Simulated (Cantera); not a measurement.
Charge: 1 mol FeS₂, 1.6 mol H₂, 55 mol N₂, held at 577 °C and 510000 Pa.

Cantera equilibrium calculation (NASA polynomials, part measured and part estimated; ideal gas, pure solids and liquids). Candidate condensed phases: Fe, FeS, FeS₂, S; 16 gas species. FeS: taken at fixed stoichiometry. Kinetics and transport are ignored.

Base state: N₂ 0.972, H₂S 0.0177, H₂ 0.0106, NH₃ 1.02e-5 (mole fractions); condensed: FeS(s).

Question: What changes in the equilibrium state with this change: FeS₂ replaced by PbO?

Answer: 
| species | before | after |
|---|---|---|
| N₂ | 0.972 | 0.972 |
| H₂O | 0 | 0.0177 |
| H₂ | 0.0106 | 0.0106 |
| H₂S | 0.0177 | 0 |
| NH₃ | 1.02e-5 | 1.02e-5 |
| FeS(s), mol | 1.00 | 0 |
| Pb(l), mol | 0 | 1.000 |
Further candidate phases: H₂O, Pb, PbO, PbO₂, Pb₃O₄.

Question: What changes in the equilibrium state with this change: pressure from 510000 Pa to 120 Pa?

Answer: 
```csv
species,before,after
N₂,0.972,0.970
H₂S,0.0177,0.0150
H₂,0.0106,0.0132
S₂,6.60e-7,0.00131
NH₃,1.02e-5,3.33e-9
"FeS(s), mol",1.00,1.00
```
Gases not in the tables: S₃ to S₇.
